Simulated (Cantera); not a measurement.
Feed: 1 mol HMDSO, a varied amount of O2, 0.14 mol H2, equilibrated at 1975 K and 7.50 Torr.

Method: chemical equilibrium by Gibbs-energy minimisation in Cantera with the NASA 1993 tables (ideal gas, pure condensed phases). Candidate condensed phases: C, C6H6, C7H8, C8H18, H2O, Si, SiC, SiO2; 123 gas species. The feed counts by its element totals alone. The tables hold silica as quartz up to 1696 K and as liquid above; real silica turns to tridymite and cristobalite and melts near 1996 K. Gases not in the tables: Si2H6 and higher silanes. Rates play no part.

Task: Which condensed phases are stable at each of these points (n(O2) (mol)): 3.4, 5.3, 7.2, 9.1, 11, 13, 15, 17, 19, 21?

Result: 
```csv
n(O2) (mol),condensed phases,Si condensed (%)
3.4,SiC(s),4.5
5.3,SiO2(condensed),83.1
7.2,SiO2(condensed),96.1
9.1,SiO2(condensed),98.8
11,SiO2(condensed),99.7
13,SiO2(condensed),99.9
15,SiO2(condensed),100.0
17,SiO2(condensed),100.0
19,SiO2(condensed),100.0
21,SiO2(condensed),100.0
```

At 3.4 mol O2 the condensed part is SiC(s). From 5.3 mol O2 to 21 mol O2 the condensed part is SiO2(condensed).
